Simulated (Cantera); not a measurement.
Mixture: 33.2 % H2, 9.75 % O2, 36.8 % N2, 20.2 % H2O, equivalence ratio 1.7, at 233 Torr, adiabatic and at constant volume. Ignition delay is the time to a rise of 400 K.

Detailed kinetics in Cantera: GRI-Mech 3.0 (53 species, 325 reactions). Where the delays flatten at high temperature, the 400 K rule measures the pace of heat release, not the induction time.

Predict: delay at 1273 K; delay at 1348 K; delay at 1423 K; delay at 1498 K; delay at 1573 K.


- delay at 1273 K: 0.153 ms
- delay at 1348 K: 0.121 ms
- delay at 1423 K: 0.105 ms
- delay at 1498 K: 96.6 µs
- delay at 1573 K: 94.6 µs
